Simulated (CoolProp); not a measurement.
A single-stage vapour-compression cycle with the fluid: evaporating at 276.15 K (dew point), condensing at 333.15 K (bubble point), superheat 10 K, subcooling 0 K, compressor efficiency 0.9, no pressure losses. The same conditions are run with several fluids, on thermodynamics alone (safety and materials aside).

Model: reference Helmholtz-energy equation of state of each fluid (R236EA: Rui 2013; R227EA: Lemmon 2016; sulfur dioxide: Gao 2016; propane: Lemmon 2009; cyclopentane: Gedanitz 2015; carbonyl sulfide: Lemmon 2006), in CoolProp.

```tsv
fluid	cooling COP	pressure ratio	discharge temperature (K)	refrigerating effect (kJ/kg)	volumetric capacity (kJ/m³)
R236EA	3.13	6.78	333.5	103	604
R227EA	2.64	5.39	333.1	62.2	1050
sulfur dioxide	3.45	6.28	428.3	304	1490
propane	2.96	4.08	350.6	228	2440
cyclopentane	3.68	8.67	357.3	327	160
carbonyl sulfide	3.19	3.93	389.9	195	3870
```

The compression ends wet for: R227EA.
